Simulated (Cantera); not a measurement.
## Thermodynamics of halide evaporation, hydrolysis and transport, feed CaF₂ + H₂

A closed system holds: 1 mol CaF₂, 0.95 mol H₂, held at 1502 °C and 1.90e-6 bar.

These are equilibrium values from Cantera (NASA tables, ideal gas, pure condensed phases), not measurements of a reactor. Candidate condensed phases: Ca, CaF₂; 15 gas species. The numbers say what is thermodynamically allowed, not how fast it happens.

- x(CaF₂): 0.310
- x(H₂): 0.271
- x(HF): 0.181
- x(H): 0.109
- x(CaF): 0.0758
- x(Ca): 0.0525
- x(F): 1.07e-5
- gas amount: 2.281 mol
- log10 activity of CaF₂(l) (absent): -2.63
- log10 activity of Ca(l) (absent): -6.99
